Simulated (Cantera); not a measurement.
A closed system holds: 1 mol Si3N4, 0.28 mol N2O, 6.6 mol N2, at 0.0975 Torr.

Equilibrium computed with Cantera from the NASA thermochemical tables; the gas is ideal and each condensed phase is pure. Candidate condensed phases: Si, SiO2, Si2N2O, Si3N4; 16 gas species. Mutual solubility and eutectic melting of coexisting phases are not modelled. Rates play no part.

Q: What share of the Si ends up in condensed phases as a function of T (K), at 975, 1075, 1175, 1275, 1375, 1475, 1575, 1675, 1775, 1875?

A: 
| T (K) | Si condensed (%) | as |
|---|---|---|
| 975 | 100.0 | Si2N2O(s) + Si3N4(s) |
| 1075 | 100.0 | Si2N2O(s) + Si3N4(s) |
| 1175 | 100.0 | Si2N2O(s) + Si3N4(s) |
| 1275 | 100.0 | Si2N2O(s) + Si3N4(s) |
| 1375 | 100.0 | Si2N2O(s) + Si3N4(s) |
| 1475 | 99.5 | Si2N2O(s) + Si3N4(s) |
| 1575 | 90.5 | Si(s) |
| 1675 | 89.6 | Si(s) |
| 1775 | 85.2 | Si(l) |
| 1875 | 67.0 | Si(l) |
